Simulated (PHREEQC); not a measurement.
**Alkaline etch or developer**

A solution holds 8.8 mmol/kgw LiOH and 0.29 mmol/kgw Na2B4O7, at 25 °C. Closed to the air; pH follows from the charge balance.

Computed with PHREEQC (ion-association model, wateq4f.dat).

This is a speciation only: nothing precipitates in the calculation.

Problem. Predict the pH.

Solution. pH 11.87.
